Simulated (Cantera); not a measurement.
Cantera run:

```python
import numpy as np
import cantera as ct

gas_names = """
    AL ALN ALO ALO2 AL2 AL2O AL2O2 N NO NO2 NO3 N2 N2O O O2 O3
""".split()
cond_names = """
    AL(cr) AL(L) ALN(s) AL2O3(a) AL2O3(L)
""".split()


def load(file, names, dense=False):
    # The tables refer to 1 bar. Condensed volumes are neglected.
    table = {s.name: s for s in ct.Species.list_from_file(file)}
    out = []
    for n in names:
        d = dict(table[n].input_data)
        d["thermo"] = dict(d["thermo"], **{"reference-pressure": 1e5})
        if dense:
            d["equation-of-state"] = {"model": "constant-volume", "density": "1e6 g/cm^3"}
        out.append(ct.Species.from_dict(d))
    return out


gas = ct.Solution(thermo="ideal-gas", species=load("nasa_gas.yaml", gas_names))
cond = {s.name: ct.Solution(thermo="fixed-stoichiometry", species=[s], name=s.name)
        for s in load("nasa_condensed.yaml", cond_names, dense=True)}
atoms = {
    'Al2O3': {'AL': 2, 'O': 3},
    'N2': {'N': 2},
}
top_T = {'ALN(s)': 2750}  # K; cautious upper limits of use, not melting points


def equilibrate(T, P, feed):
    n = {}
    for name, mol in feed.items():
        for a, k in atoms[name].items():
            n[a] = n.get(a, 0.0) + k * mol
    gas.TPX = T, P, n
    mass = sum(n.values()) * gas.mean_molecular_weight
    gas.equilibrate("TP")
    valid = [c for c in cond.values() if c.min_temp <= T <= top_T.get(c.name, c.max_temp)]
    mix = ct.Mixture([(gas, mass / gas.mean_molecular_weight)] + [(c, 0.0) for c in valid])
    mix.T, mix.P = T, P
    mix.equilibrate("TP", solver="vcs", rtol=1e-11, max_steps=5000)
    return mix


results = []
feed = {'Al2O3': 1, 'N2': 0.13}  # mol
T = 2098  # K
P = 22  # Pa
mix = equilibrate(T, P, feed)
results.append((T, P, feed, dict(zip(mix.species_names, mix.species_moles))))
x = sorted(zip(gas.X, gas.species_names), reverse=True)
print(f"T = {T:g} K  P = {P:g} Pa  gas = {mix.phase_moles(0):.4g} mol")
print("   x: " + "  ".join(f"{s} {v:.3e}" for v, s in x if v > 0.001))
print("   condensed (mol): " + ("  ".join(f"{mix.phase(i).name} {mix.phase_moles(i):.4g}"
      for i in range(1, mix.n_phases) if mix.phase_moles(i) > 1e-12) or "none"))
```

Result:

```
T = 2098 K  P = 22 Pa  gas = 0.13 mol
   x: N2 9.996e-01
   condensed (mol): AL2O3(a) 1
```

Cantera equilibrium calculation (NASA polynomials, part measured and part estimated; ideal gas, pure solids and liquids).
